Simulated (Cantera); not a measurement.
# Gas-phase reforming

An isothermal, constant-pressure homogeneous reactor starts with 28.6 % CH₄, 68.7 % H₂O, 2.63 % H₂, at 1775 K and 100.0 Torr.

Detailed kinetics in Cantera: GRI-Mech 3.0 (53 species, 325 reactions).

| t (s) | x CH₄ | x H₂O | x H₂ | x HO₂ | x H | x C₂H₄ | x HCO |
|---|---|---|---|---|---|---|---|
| 4.00e-6 | 0.286 | 0.687 | 0.0264 | <1e-12 | 3.23e-6 | 5.68e-10 | <1e-12 |
| 1.63e-5 | 0.286 | 0.687 | 0.0264 | <1e-12 | 3.83e-6 | 7.53e-8 | <1e-12 |
| 6.61e-5 | 0.286 | 0.687 | 0.0267 | <1e-12 | 6.48e-6 | 6.00e-6 | 4.32e-11 |
| 0.000269 | 0.282 | 0.686 | 0.0284 | <1e-12 | 1.99e-5 | 0.000360 | 6.96e-9 |
| 0.00109 | 0.250 | 0.674 | 0.0577 | 3.72e-12 | 8.97e-5 | 0.00825 | 1.57e-7 |
| 0.00444 | 0.143 | 0.610 | 0.187 | 5.02e-12 | 0.000224 | 0.00532 | 1.07e-7 |
| 0.0180 | 0.0525 | 0.541 | 0.309 | 5.58e-12 | 0.000390 | 0.000711 | 5.20e-8 |
| 0.0733 | 0.0198 | 0.458 | 0.398 | 5.42e-12 | 0.000545 | 0.000195 | 2.68e-8 |
| 0.298 | 0.0126 | 0.343 | 0.491 | 2.38e-12 | 0.000578 | 9.00e-5 | 1.53e-8 |
| 1.21 | 0.00453 | 0.256 | 0.563 | 1.17e-12 | 0.000593 | 1.37e-5 | 1.02e-8 |
| 4.92 | 8.25e-5 | 0.237 | 0.580 | <1e-12 | 0.000599 | 8.52e-9 | 8.34e-9 |
| 20.0 | 5.10e-10 | 0.237 | 0.581 | 1.01e-12 | 0.000608 | <1e-12 | 8.43e-9 |
x: mole fraction; the columns are a selection and need not sum to one.

Equilibrium at this temperature and pressure: CH₄ 6.39e-10, H₂O 0.237, H₂ 0.581, HO₂ 1.01e-12, H 0.000608, C₂H₄ <1e-12, HCO 8.43e-9 (gas phase only).
